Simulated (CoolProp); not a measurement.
Computed with CoolProp (reference Helmholtz-energy equation of state, Zhou 2012).

Question: Give the vapour pressure (MPa), enthalpy of vaporisation (kJ/kg), liquid cp (kJ/(kg K)), vapour viscosity (µPa s) of saturated m-xylene at 225.25, 230.95, 236.65 °C.

Answer: 
| T (°C) | p (MPa) | enthalpy of vaporisation (kJ/kg) | liquid cp (kJ/(kg K)) | vapour viscosity (µPa s) |
|---|---|---|---|---|
| 225.25 | 0.653 | 278 | 2.49 | 10.8 |
| 230.95 | 0.721 | 273 | 2.52 | 11.0 |
| 236.65 | 0.794 | 267 | 2.55 | 11.1 |

Viscosity comes from a separate model (Cao 2016).
